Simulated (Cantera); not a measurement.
Input: 1 mol HI, 4.9 mol O2, at 0.100 bar.

Cantera equilibrium calculation (NASA polynomials, part measured and part estimated; ideal gas, pure solids and liquids). Candidate condensed phases: H2O, I2; 12 gas species. Rates play no part. All values below are at 625 K.

Base state: O2 0.823, H2O 0.0885, I2 0.0884, I 0.000208 (mole fractions); condensed: gas only.

What changes in the equilibrium state with this change: O2 from 4.9 to 0.12 mol?


| species | before | after |
|---|---|---|
| HI | 1.82e-9 | 0.494 |
| I2 | 0.0884 | 0.253 |
| H2O | 0.0885 | 0.240 |
| O2 | 0.823 | <1e-9 |
| H2 | <1e-9 | 0.0132 |
| I | 0.000208 | 0.000352 |
